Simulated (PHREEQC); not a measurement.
A solution holds 0.0021 mol KH2PO4, 4e-05 mol NaOH and 3.5e-05 mol NaCl per kg of water, at 60 °C. Closed to the air; pH follows from the charge balance.

The numbers come from PHREEQC with the ion-association model, phreeqc.dat.

Each row changes one thing in this solution. Precipitation was switched off in this run.

| case | pH | ionic strength (mol/kgw) | HPO4-2 (mol/kgw) | H3PO4 (mol/kgw) | KHPO4- (mol/kgw) | NaHPO4- (mol/kgw) | SI of Sylvite (KCl) | SI of Halite (NaCl) |
|---|---|---|---|---|---|---|---|---|
| as made | 5.41 | 0.00222 | 4.56e-5 | 1.63e-6 | 1.50e-7 | 5.35e-9 | -8.24 | -10.22 |
| temperature from 60 to 30 °C | 5.46 | 0.00222 | 4.45e-5 | 1.05e-6 | 1.48e-7 | 5.29e-9 | -8.10 | -10.20 |
| diluted 5-fold with water | 5.54 | 0.000449 | 1.12e-5 | 2.48e-7 | 8.27e-9 | 2.95e-10 | -9.61 | (withheld) |
| temperature from 60 to 70 °C | 5.39 | 0.00222 | 4.60e-5 | 1.86e-6 | 1.50e-7 | 5.37e-9 | (withheld) | -10.23 |
| NaOH left out | 4.95 | 0.00216 | 1.63e-5 | 4.68e-6 | 5.37e-8 | 8.95e-10 | -8.24 | -10.55 |

### Question
Some entries are withheld; supply them.

### Answer

- diluted 5-fold with water, SI of Halite (NaCl): -11.60
- temperature from 60 to 70 °C, SI of Sylvite (KCl): -8.28

Species that the database lacks are ignored. At this temperature some constants are extrapolated from 25 °C, and those without enthalpy data are left unchanged.
